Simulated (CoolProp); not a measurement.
Saturation properties of R245ca.

Values from CoolProp's reference Helmholtz-energy equation of state, Zhou 2016.

```tsv
T (°C)	p (MPa)	liquid density (kg/m³)	liquid cp (kJ/(kg K))
-27.15	0.007698	1512	1.323
-23.85	0.009430	1504	1.325
-20.65	0.01141	1497	1.327
-17.35	0.01380	1489	1.330
-14.15	0.01649	1482	1.332
-10.95	0.01961	1474	1.335
-7.65	0.02331	1466	1.338
-4.45	0.02743	1459	1.341
-1.15	0.03228	1451	1.345
2.05	0.03762	1443	1.349
5.35	0.04386	1436	1.352
8.55	0.05068	1428	1.356
11.85	0.05857	1420	1.361
15.05	0.06714	1412	1.365
```

It boils at 25.3 °C under 1 atm.
